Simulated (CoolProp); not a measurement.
Vapour-liquid equilibrium of R22 (1) + R134a (2) at 20.5 kPa; x and y are mole fractions of (1).

Values from CoolProp's multi-fluid Helmholtz-energy mixture model, Kamei 1995 and Tillner-Roth 1994; pair parameters Bell 2016.

| x | bubble temperature, mixture model (°C) | bubble temperature, Raoult's law (°C) | y, mixture model | y, Raoult's law |
|---|---|---|---|---|
| 0.05 | -57.4 | -57.0 | 0.127 | 0.108 |
| 0.125 | -59.2 | -58.5 | 0.280 | 0.250 |
| 0.2 | -60.7 | -59.8 | 0.400 | 0.370 |
| 0.275 | -62.0 | -61.0 | 0.497 | 0.474 |
| 0.35 | -63.2 | -62.2 | 0.578 | 0.564 |
| 0.425 | -64.3 | -63.3 | 0.647 | 0.642 |
| 0.5 | -65.2 | -64.3 | 0.708 | 0.709 |
| 0.575 | -66.1 | -65.3 | 0.761 | 0.769 |
| 0.65 | -66.8 | -66.2 | 0.810 | 0.822 |
| 0.725 | -67.6 | -67.1 | 0.855 | 0.868 |
| 0.8 | -68.3 | -67.9 | 0.897 | 0.910 |
| 0.875 | -68.9 | -68.7 | 0.937 | 0.947 |
| 0.95 | -69.6 | -69.5 | 0.975 | 0.980 |

The largest gap from Raoult's law is -1.0 K in bubble temperature, at x = 0.35. No azeotrope shows between x = 0.05 and 0.95.

The pair parameters rest on a limited set of measurements; away from them the model extrapolates.
